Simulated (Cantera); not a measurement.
Cantera run:

```python
import numpy as np
import cantera as ct

gas_names = """
    H HNO HNO2 HNO3 HO2 H2 H2O H2O2 N NH NH2 NH3 NH2OH NO NO2 NO3 N2 N2H2 N2H4 N2O O OH O2 O3 Si SiH
    SiH2 SiH3 SiH4 SiN SiO SiO2 Si2 Si2N Si3
""".split()
cond_names = """
    H2O(s) H2O(L) Si(cr) Si(L) SiO2(Lqz) SiO2(hqz) SiO2(L) Si2N2O(s) Si3N4(a)
""".split()


# ... load() reads the species with a 1 bar reference pressure and builds the phases ...
atoms = {
    'Si': {'Si': 1},
    'H2O': {'H': 2, 'O': 1},
    'N2': {'N': 2},
}
top_T = {'Si2N2O(s)': 2100, 'Si3N4(a)': 2400}  # K; cautious upper limits of use, not melting points


# ... equilibrate(T, P, feed) seeds the gas with the atoms and calls Mixture.equilibrate('TP', solver="vcs", rtol=1e-11, max_steps=5000) ...
results = []
feed = {'Si': 1, 'H2O': 0.013, 'N2': 6.1}  # mol
P = 590  # Pa
for T in [1123, 1198, 1273, 1348, 1423, 1498, 1573, 1648, 1723, 1798, 1873, 1948]:
    mix = equilibrate(T, P, feed)
    results.append((T, P, feed, dict(zip(mix.species_names, mix.species_moles))))
    x = sorted(zip(gas.X, gas.species_names), reverse=True)
    print(f"T = {T:g} K  P = {P:g} Pa  gas = {mix.phase_moles(0):.4g} mol")
    print("   x: " + "  ".join(f"{s} {v:.3e}" for v, s in x if v > 1e-05))
    print("   condensed (mol): " + ("  ".join(f"{mix.phase(i).name} {mix.phase_moles(i):.4g}"
          for i in range(1, mix.n_phases) if mix.phase_moles(i) > 1e-12) or "none"))
```

Output:

```
T = 1123 K  P = 590 Pa  gas = 5.451 mol
   x: N2 9.976e-01  H2 2.385e-03
   condensed (mol): Si2N2O(s) 0.013  Si3N4(a) 0.3247
T = 1198 K  P = 590 Pa  gas = 5.451 mol
   x: N2 9.976e-01  H2 2.385e-03
   condensed (mol): Si2N2O(s) 0.013  Si3N4(a) 0.3247
T = 1273 K  P = 590 Pa  gas = 5.451 mol
   x: N2 9.976e-01  H2 2.385e-03
   condensed (mol): Si2N2O(s) 0.013  Si3N4(a) 0.3247
T = 1348 K  P = 590 Pa  gas = 5.451 mol
   x: N2 9.976e-01  H2 2.384e-03
   condensed (mol): Si2N2O(s) 0.013  Si3N4(a) 0.3247
T = 1423 K  P = 590 Pa  gas = 5.451 mol
   x: N2 9.976e-01  H2 2.383e-03
   condensed (mol): Si2N2O(s) 0.01299  Si3N4(a) 0.3247
T = 1498 K  P = 590 Pa  gas = 5.451 mol
   x: N2 9.976e-01  H2 2.379e-03  SiO 2.764e-05  H 1.091e-05
   condensed (mol): Si2N2O(s) 0.01285  Si3N4(a) 0.3247
T = 1573 K  P = 590 Pa  gas = 5.453 mol
   x: N2 9.974e-01  H2 2.371e-03  SiO 2.515e-04  H 2.578e-05
   condensed (mol): Si2N2O(s) 0.01163  Si3N4(a) 0.3251
T = 1648 K  P = 590 Pa  gas = 5.464 mol
   x: N2 9.957e-01  H2 2.351e-03  SiO 1.862e-03  H 5.621e-05  Si 1.024e-05
   condensed (mol): Si2N2O(s) 0.002823  Si3N4(a) 0.328
T = 1723 K  P = 590 Pa  gas = 5.469 mol
   x: N2 9.951e-01  SiO 2.377e-03  H2 2.320e-03  H 1.143e-04  Si 9.093e-05
   condensed (mol): Si3N4(a) 0.3288
T = 1798 K  P = 590 Pa  gas = 6.13 mol
   x: N2 9.951e-01  SiO 2.121e-03  H2 2.017e-03  Si 5.228e-04  H 2.058e-04  Si2N 2.876e-05  SiN 1.784e-05
   condensed (mol): Si(L) 0.9833
T = 1873 K  P = 590 Pa  gas = 6.137 mol
   x: N2 9.940e-01  SiO 2.118e-03  H2 1.931e-03  Si 1.495e-03  H 3.693e-04  Si2N 6.128e-05  SiN 4.120e-05  Si2 1.116e-05
   condensed (mol): Si(L) 0.9766
T = 1948 K  P = 590 Pa  gas = 6.153 mol
   x: N2 9.913e-01  Si 3.937e-03  SiO 2.113e-03  H2 1.796e-03  H 6.234e-04  Si2N 1.229e-04  SiN 8.904e-05  Si2 3.588e-05
   condensed (mol): Si(L) 0.9601
```

Method: chemical equilibrium by Gibbs-energy minimisation in Cantera with the NASA 1993 tables (ideal gas, pure condensed phases). N2 is the only nitrogen source here; it is nearly inert below about 1500 K, so the nitride shown seldom forms there in practice. Mutual solubility and eutectic melting of coexisting phases are not modelled. The tables' values for SiN are old estimates; treat these amounts as uncertain.
